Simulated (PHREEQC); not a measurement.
NaOH is added in steps, without added water, to 1 kg of water holding 0.026 mol/kgw KHCO3, 0.0012 mol/kgw Na2CO3 and 0.0032 mol/kgw LiCl, at 60 °C. Oxygen is held at 0.21 atm. No CO2 enters from the air. Solids allowed: Halite, Nahcolite, Natron. Others were left out.

Base run: PHREEQC, ion-association model, wateq4f.dat. Each further column changes one thing. The table gives pH.

| NaOH added (mol) | base | temperature from 60 to 20 °C | temperature from 60 to 45 °C | KHCO3 replaced by NaHCO3 at the same molality | no solid may form |
|---|---|---|---|---|---|
| 0 | 8.57 | 8.85 | 8.65 | 8.31 | 8.57 |
| 0.00138 | 8.87 | 9.18 | 8.96 | 8.60 | 8.87 |
| 0.00253 | 9.03 | 9.34 | 9.12 | 8.77 | 9.03 |
| 0.00391 | 9.17 | 9.50 | 9.27 | 8.92 | 9.17 |
| 0.00529 | 9.28 | 9.62 | 9.38 | 9.04 | 9.28 |
| 0.00667 | 9.37 | 9.72 | 9.48 | 9.15 | 9.37 |
| 0.00782 | 9.44 | 9.80 | 9.56 | 9.23 | 9.44 |
| 0.0092 | 9.52 | 9.89 | 9.64 | 9.31 | 9.52 |

At this temperature some constants are extrapolated from 25 °C, and those without enthalpy data are left unchanged.
